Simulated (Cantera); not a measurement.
Feed: 1 mol borazine, 4.7 mol H2O, 0.064 mol O2, equilibrated at 2073.15 K and 0.330 bar.

These are equilibrium values from Cantera (NASA tables, ideal gas, pure condensed phases), not measurements of a reactor. Candidate condensed phases: B, BN, B2O3, B3O3H3, H2O; 39 gas species. The feed counts by its element totals alone. Rates play no part.

Base state: H2 0.645, N2 0.140, HBO2 0.0846, B2O3 0.0743, HBO 0.0344, H2O 0.0112, B2O2 0.00450, H 0.00368 (mole fractions); condensed: gas only.

**Question.** What changes in the equilibrium state with this change: temperature from 2073.15 K to 1600 K?

**Answer.** 
| species | before | after |
|---|---|---|
| H2 | 0.645 | 0.794 |
| N2 | 0.140 | 0.162 |
| H2O | 0.0112 | 0.0275 |
| B2O3 | 0.0743 | 0.000444 |
| HBO2 | 0.0846 | 0.0160 |
| HBO | 0.0344 | 0.000450 |
| B2O2 | 0.00450 | 1.48e-6 |
| BO | 0.00266 | 1.09e-6 |
| BO2 | 6.63e-5 | 8.17e-8 |
| H | 0.00368 | 8.43e-5 |
| B2O3(l), mol | 0 | 1.42 |
Gases not in the tables: H3BO3.

**Question.** What changes in the equilibrium state with this change: H2O from 4.7 to 1.1 mol?

**Answer.** 
| species | before | after |
|---|---|---|
| H2 | 0.645 | 0.738 |
| N2 | 0.140 | 0.102 |
| HBO | 0.0344 | 0.0893 |
| HBO2 | 0.0846 | 0.0110 |
| H2O | 0.0112 | 0.000644 |
| B2O2 | 0.00450 | 0.0265 |
| B2O3 | 0.0743 | 0.0219 |
| B2O | 9.68e-8 | 1.14e-5 |
| BH2 | 9.34e-7 | 5.19e-5 |
| BN(s), mol | 0 | 1.95 |
The tables' values for BH2 are old estimates; treat these amounts as uncertain.

**Question.** What changes in the equilibrium state with this change: pressure from 0.330 bar to 1.00 bar?

**Answer.** 
| species | before | after |
|---|---|---|
| H2 | 0.645 | 0.646 |
| N2 | 0.140 | 0.140 |
| HBO2 | 0.0846 | 0.0845 |
| H | 0.00368 | 0.00212 |
| BO | 0.00266 | 0.00155 |
| HBO | 0.0344 | 0.0348 |
| H2O | 0.0112 | 0.0111 |
| B2O3 | 0.0743 | 0.0749 |
| BO2 | 6.63e-5 | 3.79e-5 |
| B2O2 | 0.00450 | 0.00460 |
